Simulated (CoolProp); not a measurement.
Computed with CoolProp (reference Helmholtz-energy equation of state, Lemmon 2005).

Problem. For R125, give the phase and the cp (kJ/(kg K)), cv (kJ/(kg K)), speed of sound (m/s), isothermal compressibility (1/MPa) at 197.25 °C and 1.32 MPa.

Solution. 
- 197.25 °C and 1.32 MPa: gas; cp 1.04, cv 0.956, speed of sound 182, isothermal compressibility 0.786
